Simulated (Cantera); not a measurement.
Input (Python, Cantera) and output of one run.

```python
import numpy as np
import cantera as ct

gas_names = """
    O2 CO
""".split()
cond_names = """
    Ti(b) TiC(s) TiO(b) TiO2(ru) Ti2O3(b) Ti3O5(b) Ti4O7(s)
""".split()


def load(file, names, dense=False):
    # The tables refer to 1 bar. Condensed volumes are neglected.
    table = {s.name: s for s in ct.Species.list_from_file(file)}
    out = []
    for n in names:
        d = dict(table[n].input_data)
        d["thermo"] = dict(d["thermo"], **{"reference-pressure": 1e5})
        if dense:
            d["equation-of-state"] = {"model": "constant-volume", "density": "1e6 g/cm^3"}
        out.append(ct.Species.from_dict(d))
    return out


species = {s.name: s for s in load("nasa_gas.yaml", gas_names) + load("nasa_condensed.yaml", cond_names)}
T = 1425
g = {n: (s.thermo.h(T) - T * s.thermo.s(T)) / (ct.gas_constant * T * np.log(10)) for n, s in species.items()}
valid = cond_names  # the entries whose range holds T


def stable(la, lb):
    # potentials (over RT ln 10) of the two non-metals from log10 p(O2) and log10 p(CO) in bar
    mu = {}
    mu["O"] = (g["O2"] + la) / 2
    mu["C"] = (g["CO"] + lb - 1 * mu["O"]) / 1
    cost = {}
    for n in valid:
        c = species[n].composition
        cost[n] = (g[n] - sum(c.get(e, 0) * m for e, m in mu.items())) / c["Ti"]
    return min(cost, key=cost.get)


results = []
for lb in [0, -0.9, -1.7, -2.6, -3.4, -4.3, -5.1, -6, -6.9, -7.7, -8.6, -9.4, -10.3, -11.1, -12]:
    row = [stable(la, lb) for la in [-20, -18.8, -17.6, -16.5, -15.3, -14.1, -12.9, -11.8, -10.6, -9.4, -8.2, -7.1, -5.9, -4.7, -3.5, -2.4, -1.2, 0]]
    results.append(row)
    print(f"{lb:6.1f}  " + " ".join(f"{valid.index(n):x}" for n in row))
print("key: " + ", ".join(f"{i:x} {n}" for i, n in enumerate(valid)))
```

Output:

```
   0.0  1 1 6 6 3 3 3 3 3 3 3 3 3 3 3 3 3 3
  -0.9  1 5 6 6 3 3 3 3 3 3 3 3 3 3 3 3 3 3
  -1.7  4 5 6 6 3 3 3 3 3 3 3 3 3 3 3 3 3 3
  -2.6  4 5 6 6 3 3 3 3 3 3 3 3 3 3 3 3 3 3
  -3.4  4 5 6 6 3 3 3 3 3 3 3 3 3 3 3 3 3 3
  -4.3  4 5 6 6 3 3 3 3 3 3 3 3 3 3 3 3 3 3
  -5.1  4 5 6 6 3 3 3 3 3 3 3 3 3 3 3 3 3 3
  -6.0  4 5 6 6 3 3 3 3 3 3 3 3 3 3 3 3 3 3
  -6.9  4 5 6 6 3 3 3 3 3 3 3 3 3 3 3 3 3 3
  -7.7  4 5 6 6 3 3 3 3 3 3 3 3 3 3 3 3 3 3
  -8.6  4 5 6 6 3 3 3 3 3 3 3 3 3 3 3 3 3 3
  -9.4  4 5 6 6 3 3 3 3 3 3 3 3 3 3 3 3 3 3
 -10.3  4 5 6 6 3 3 3 3 3 3 3 3 3 3 3 3 3 3
 -11.1  4 5 6 6 3 3 3 3 3 3 3 3 3 3 3 3 3 3
 -12.0  4 5 6 6 3 3 3 3 3 3 3 3 3 3 3 3 3 3
key: 0 Ti(b), 1 TiC(s), 2 TiO(b), 3 TiO2(ru), 4 Ti2O3(b), 5 Ti3O5(b), 6 Ti4O7(s)
```

Source: NASA polynomial tables (part measured, part estimated), evaluated in Cantera. TiC, TiO: taken at fixed stoichiometry. Not in the tables: Magnéli phases beyond Ti4O7, TiC-TiO solid solutions. Part of the grid cannot be reached: there another gas would pass 10 bar, or a non-metal would condense.
